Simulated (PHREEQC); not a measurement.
Dissolve 0.12 mol Pb(NO3)2, 0.28 mol HNO3 and 0.00073 mol Na2SO4 per kg of water at 20 °C. Closed to the air; pH follows from the charge balance.

All values are PHREEQC results (ion-association model, phreeqc.dat), not measurements.

Q: The ionic strength comes out as 0.493 mol/kgw. What activity coefficients do NO3-, Pb+2, HSO4-, Na+, H+ get?

A: NO3- 0.62, Pb+2 0.29, HSO4- 0.73, Na+ 0.72, H+ 0.77.

Precipitation was switched off in this run. Saturation is exceeded, for instance for Anglesite; the values hold only as long as no solid forms. Species that the database lacks are ignored.
